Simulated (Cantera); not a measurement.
# Equilibrium for titanium nitride, carbide and oxide coatings: Ti(OiPr)4 + CH4

Input: 1 mol Ti(OiPr)4, 0.42 mol CH4, held at 3.70 mbar.

Equilibrium computed with Cantera from the NASA thermochemical tables; the gas is ideal and each condensed phase is pure. Candidate condensed phases: C, C6H6, C7H8, C8H18, H2O, Ti, TiC, TiO, TiO2, Ti2O3, Ti3O5, Ti4O7; 113 gas species. The feed counts by its element totals alone. TiC: taken at fixed stoichiometry. The numbers say what is thermodynamically allowed, not how fast it happens.

From 1075 °C to 1825 °C the condensed part is C(graphite) + TiC(s).

```json
[
 {"T (°C)": "1075", "log p H2": "-2.54", "log p CO": "-3.10", "log p H": "-6.90", "log p C2H2 (acetylene)": "-8.46", "log p CH4": "-7.30", "log p H2O": "-7.87", "log p C2H": "<-14", "log p Ti": "<-14", "n C(graphite)": "7.42", "n TiC(s)": "1.00"},
 {"T (°C)": "1150", "log p H2": "-2.54", "log p CO": "-3.10", "log p H": "-6.45", "log p C2H2 (acetylene)": "-8.00", "log p CH4": "-7.49", "log p H2O": "-8.15", "log p C2H": "<-14", "log p Ti": "<-14", "n C(graphite)": "7.42", "n TiC(s)": "1.00"},
 {"T (°C)": "1225", "log p H2": "-2.54", "log p CO": "-3.10", "log p H": "-6.03", "log p C2H2 (acetylene)": "-7.59", "log p CH4": "-7.66", "log p H2O": "-8.40", "log p C2H": "-13.82", "log p Ti": "<-14", "n C(graphite)": "7.42", "n TiC(s)": "1.00"},
 {"T (°C)": "1300", "log p H2": "-2.54", "log p CO": "-3.10", "log p H": "-5.66", "log p C2H2 (acetylene)": "-7.22", "log p CH4": "-7.81", "log p H2O": "-8.62", "log p C2H": "-12.88", "log p Ti": "-13.70", "n C(graphite)": "7.42", "n TiC(s)": "1.00"},
 {"T (°C)": "1375", "log p H2": "-2.54", "log p CO": "-3.11", "log p H": "-5.32", "log p C2H2 (acetylene)": "-6.89", "log p CH4": "-7.95", "log p H2O": "-8.83", "log p C2H": "-12.03", "log p Ti": "-12.72", "n C(graphite)": "7.42", "n TiC(s)": "1.00"},
 {"T (°C)": "1450", "log p H2": "-2.54", "log p CO": "-3.11", "log p H": "-5.01", "log p C2H2 (acetylene)": "-6.58", "log p CH4": "-8.07", "log p H2O": "-9.01", "log p C2H": "-11.26", "log p Ti": "-11.83", "n C(graphite)": "7.42", "n TiC(s)": "1.00"},
 {"T (°C)": "1525", "log p H2": "-2.54", "log p CO": "-3.11", "log p H": "-4.72", "log p C2H2 (acetylene)": "-6.30", "log p CH4": "-8.19", "log p H2O": "-9.18", "log p C2H": "-10.55", "log p Ti": "-11.01", "n C(graphite)": "7.41", "n TiC(s)": "1.00"},
 {"T (°C)": "1600", "log p H2": "-2.54", "log p CO": "-3.11", "log p H": "-4.46", "log p C2H2 (acetylene)": "-6.05", "log p CH4": "-8.30", "log p H2O": "-9.34", "log p C2H": "-9.89", "log p Ti": "-10.26", "n C(graphite)": "7.41", "n TiC(s)": "1.00"},
 {"T (°C)": "1675", "log p H2": "-2.54", "log p CO": "-3.11", "log p H": "-4.22", "log p C2H2 (acetylene)": "-5.81", "log p CH4": "-8.40", "log p H2O": "-9.49", "log p C2H": "-9.29", "log p Ti": "-9.57", "n C(graphite)": "7.40", "n TiC(s)": "1.000"},
 {"T (°C)": "1750", "log p H2": "-2.55", "log p CO": "-3.11", "log p H": "-4.00", "log p C2H2 (acetylene)": "-5.60", "log p CH4": "-8.50", "log p H2O": "-9.63", "log p C2H": "-8.74", "log p Ti": "-8.93", "n C(graphite)": "7.39", "n TiC(s)": "1.000"},
 {"T (°C)": "1825", "log p H2": "-2.56", "log p CO": "-3.11", "log p H": "-3.79", "log p C2H2 (acetylene)": "-5.40", "log p CH4": "-8.60", "log p H2O": "-9.76", "log p C2H": "-8.23", "log p Ti": "-8.33", "n C(graphite)": "7.38", "n TiC(s)": "1.000"}
]
```
log p: log10 of the partial pressure in bar; n: condensed amount in mol.
